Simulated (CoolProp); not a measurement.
Model: reference Helmholtz-energy equation of state, Lemmon 2006, in CoolProp. It is a short technical equation, of lower accuracy than the large ones.

**Question.** For carbonyl sulfide, give the phase and the Z, cp (kJ/(kg K)), cv (kJ/(kg K)), speed of sound (m/s) at 64.25 °C and 4.9 MPa; 110.05 °C and 4.9 MPa; 201.65 °C and 4.9 MPa.

**Answer.** 
- 64.25 °C and 4.9 MPa: liquid; Z 0.120, cp 1.60, cv 0.723, speed of sound 502
- 110.05 °C and 4.9 MPa: gas; Z 0.674, cp 1.39, cv 0.715, speed of sound 202
- 201.65 °C and 4.9 MPa: gas; Z 0.868, cp 0.953, cv 0.692, speed of sound 260
